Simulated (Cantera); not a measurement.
An adiabatic, constant-volume homogeneous reactor starts with CO : H2 : O2 : N2 = 1 : 0.89 : 1.24 : 4.68 (molar parts), equivalence ratio 0.76, at 1198 K and 1.50 bar.

Cantera simulation using GRI-Mech 3.0 (53 species, 325 reactions); the numbers are that mechanism's predictions, not measurements.

One state of this run: T (K) = 2811; P (bar) = 3.20; x CO = 0.0390; x H2 = 0.00592; x O2 = 0.0549; x O = 0.00750; x OH = 0.0191. x: mole fraction; the columns are a selection and need not sum to one.

Question: Which value of t (s) does it belong to?
A. 4.25e-5
B. 0.000201
C. 1.96e-5
D. 9.00e-6

Answer: B, 0.000201
